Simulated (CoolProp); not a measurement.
A single-stage vapour-compression cycle with R114: evaporating at 308.15 K (dew point), condensing at 338.15 K (bubble point), superheat 8 K, subcooling 0 K, compressor efficiency 0.7, no pressure losses. Each further row changes one setting.

Values from CoolProp's reference Helmholtz-energy equation of state, Platzer 1990. This equation is an older, rougher fit; its heat capacities, sound speeds and derivatives of the liquid may be far off and weren't checked against measurements.

| case | cooling COP | pressure ratio | discharge temperature (K) | refrigerating effect (kJ/kg) | volumetric capacity (kJ/m³) |
|---|---|---|---|---|---|
| as stated | 6.07 | 2.24 | 344.2 | 98.8 | 2040 |
| evaporating temperature 313.15 K | (withheld) | 1.94 | (withheld) | 102 | (withheld) |
| condensing temperature 333.15 K | 7.54 | 1.98 | 339.7 | 104 | 2150 |
| subcooling 5 K | 6.40 | 2.24 | 344.2 | 104 | 2150 |
| superheat 18 K | (withheld) | 2.24 | 354.3 | 106 | (withheld) |
| compressor efficiency 0.6 | 5.20 | 2.24 | 347.6 | 98.8 | 2040 |

Problem. Some entries are withheld; supply them.

Solution. 
- evaporating temperature 313.15 K, cooling COP: 7.61
- evaporating temperature 313.15 K, discharge temperature (K): 344.4
- evaporating temperature 313.15 K, volumetric capacity (kJ/m³): 2420
- superheat 18 K, cooling COP: 6.25
- superheat 18 K, volumetric capacity (kJ/m³): 2110
